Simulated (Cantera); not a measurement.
What does this Cantera script print?

```python
import numpy as np
import cantera as ct

gas = ct.Solution("h2o2.yaml")
gas.TPX = 600, 1000000, {'H2': 1, 'O2': 0.417, 'N2': 1.75, 'H2O': 0.8}
flame = ct.FreeFlame(gas, width=0.008)
flame.set_refine_criteria(ratio=3, slope=0.08, curve=0.16)
flame.transport_model = "mixture-averaged"
flame.solve(loglevel=0, auto=True)
z, T = flame.grid, flame.T
thick = (T[-1] - T[0]) / np.gradient(T, z).max()
show = ['H2', 'O2', 'H2O', 'HO2', 'OH', 'H']
print(f"laminar burning velocity  {flame.velocity[0] * 100:.3f} cm/s")
print(f"burnt temperature         {T[-1]:.1f} K")
print(f"thermal thickness         {thick * 1e3:.4f} mm")
print(f"grid points               {len(z)}")
z0 = z[flame.heat_release_rate.argmax()]
print(f"{'z/mm':>9s}{'T/K':>9s}{'u/(m/s)':>9s}" + "".join(f"{s:>11s}" for s in show))
rows = []
for k in (-3, -2, -1.5, -1, -0.5, -0.25, 0, 0.25, 0.5, 1, 2, 4, 8):
    zz = z0 + k * thick
    rows.append([k * thick, np.interp(zz, z, T), np.interp(zz, z, flame.velocity),
                 *(np.interp(zz, z, flame.X[gas.species_index(s)]) for s in show)])
    print(f"{rows[-1][0] * 1e3:9.3f}{rows[-1][1]:9.1f}{rows[-1][2]:9.3f}" + "".join(f"{x:11.3e}" for x in rows[-1][3:]))
```

Result:

```
laminar burning velocity  162.161 cm/s
burnt temperature         2095.8 K
thermal thickness         0.0378 mm
grid points               109
     z/mm      T/K  u/(m/s)         H2         O2        H2O        HO2         OH          H
   -0.114    600.7    1.617  2.489e-01  1.055e-01  2.027e-01  2.018e-07  1.151e-14  3.356e-15
   -0.076    604.9    1.614  2.410e-01  1.066e-01  2.053e-01  2.491e-06  1.248e-12  2.334e-13
   -0.057    612.7    1.618  2.317e-01  1.076e-01  2.087e-01  8.360e-06  1.412e-11  2.502e-12
   -0.038    649.2    1.674  2.096e-01  1.093e-01  2.186e-01  5.295e-05  7.588e-10  1.478e-10
   -0.019    875.7    2.165  1.584e-01  1.023e-01  2.591e-01  6.660e-04  5.236e-06  5.397e-06
   -0.009   1192.8    2.898  1.210e-01  8.164e-02  3.093e-01  1.135e-03  2.433e-04  3.774e-04
    0.000   1537.6    3.711  8.455e-02  5.118e-02  3.696e-01  5.812e-04  1.243e-03  2.424e-03
    0.009   1754.0    4.225  5.986e-02  2.705e-02  4.122e-01  2.266e-04  2.893e-03  4.489e-03
    0.019   1868.0    4.495  4.757e-02  1.433e-02  4.342e-01  9.751e-05  4.117e-03  4.933e-03
    0.038   1970.5    4.733  3.911e-02  5.373e-03  4.509e-01  2.938e-05  4.443e-03  3.934e-03
    0.076   2037.4    4.882  3.542e-02  1.758e-03  4.600e-01  7.823e-06  3.236e-03  2.317e-03
    0.151   2071.4    4.956  3.384e-02  5.427e-04  4.645e-01  1.744e-06  1.885e-03  1.211e-03
    0.303   2086.7    4.988  3.318e-02  1.464e-04  4.666e-01  2.906e-07  9.970e-04  6.095e-04
```

Cantera simulation using the H2/O2 subset of GRI-Mech 3.0, which has no nitrogen chemistry; the numbers are that mechanism's predictions, not measurements. The hydrogen kinetics of GRI-Mech 3.0 are dated; newer H2 mechanisms differ, most at raised pressure. Burning velocities carry a grid error of a few per cent, more on coarse grids.
